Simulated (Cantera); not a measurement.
What does this Cantera script print?

```python
import numpy as np
import cantera as ct

gas = ct.Solution("gri30.yaml")
gas.TPX = 1523, 101325, {'H2': 1, 'O2': 1.16, 'N2': 4.37}
reactor = ct.IdealGasConstPressureReactor(gas, energy="on", clone=False)
net = ct.ReactorNet([reactor])
net.rtol, net.atol = 1e-08, 1e-16
show = ['H2', 'O2', 'H2O', 'N2O', 'O', 'NO']
times = np.geomspace(3e-06, 0.3, 13)

steps = ct.SolutionArray(gas, extra=["t"])
rows = []
print(f"{'t/s':>10s}{'T/K':>9s}{'P/Pa':>11s}" + "".join(f"{s:>11s}" for s in show))
for t in times:
    while net.time < t:
        t_next = net.step()
        steps.append(gas.state, t=t_next)
    rows.append([np.interp(t, steps.t, y) for y in (steps.T, steps.P, *steps(*show).X.T)])
    print(f"{t:10.3e}{rows[-1][0]:9.1f}{rows[-1][1]:11.4g}" + "".join(f"{x:11.3e}" for x in rows[-1][2:]))
rate = np.gradient(steps.T, steps.t)
print("integrator steps:", len(steps.t))
if steps.T.max() > steps.T[0] + 200:
    print(f"time of steepest temperature rise: {steps.t[rate.argmax()]:.4e} s")
gas.TPX = 1523, 101325, {'H2': 1, 'O2': 1.16, 'N2': 4.37}
gas.equilibrate("HP")
print(f"equilibrium (HP): T = {gas.T:.1f} K  " + "  ".join(f"{s} {gas[s].X[0]:.3e}" for s in show))
```

Result:

```
       t/s      T/K       P/Pa         H2         O2        H2O        N2O          O         NO
 3.000e-06   1523.0  1.013e+05  1.531e-01  1.776e-01  3.525e-06  1.490e-12  9.187e-07  1.091e-14
 7.830e-06   1523.4  1.013e+05  1.521e-01  1.771e-01  7.323e-04  1.875e-10  1.605e-04  2.867e-11
 2.044e-05   1802.4  1.013e+05  1.652e-02  1.001e-01  1.112e-01  1.603e-07  3.301e-02  1.364e-05
 5.335e-05   2141.4  1.013e+05  1.159e-02  9.950e-02  1.300e-01  2.469e-07  2.082e-02  5.005e-05
 1.392e-04   2371.2  1.013e+05  5.809e-03  1.019e-01  1.456e-01  4.324e-07  9.763e-03  1.328e-04
 3.635e-04   2471.5  1.013e+05  2.796e-03  1.041e-01  1.537e-01  6.545e-07  4.598e-03  3.401e-04
 9.487e-04   2478.4  1.013e+05  2.561e-03  1.041e-01  1.544e-01  6.732e-07  4.200e-03  8.019e-04
 2.476e-03   2476.6  1.013e+05  2.547e-03  1.036e-01  1.544e-01  6.733e-07  4.152e-03  1.950e-03
 6.463e-03   2472.6  1.013e+05  2.514e-03  1.024e-01  1.546e-01  6.781e-07  4.044e-03  4.592e-03
 1.687e-02   2465.4  1.013e+05  2.456e-03  1.002e-01  1.549e-01  7.006e-07  3.857e-03  9.245e-03
 4.403e-02   2459.2  1.013e+05  2.407e-03  9.840e-02  1.552e-01  7.323e-07  3.703e-03  1.320e-02
 1.149e-01   2458.1  1.013e+05  2.398e-03  9.807e-02  1.552e-01  7.391e-07  3.676e-03  1.391e-02
 3.000e-01   2458.1  1.013e+05  2.398e-03  9.807e-02  1.552e-01  7.391e-07  3.676e-03  1.391e-02
integrator steps: 1283
time of steepest temperature rise: 1.3589e-05 s
equilibrium (HP): T = 2458.1 K  H2 2.398e-03  O2 9.807e-02  H2O 1.552e-01  N2O 7.391e-07  O 3.676e-03  NO 1.391e-02
```

Model: GRI-Mech 3.0 (53 species, 325 reactions), integrated in Cantera.
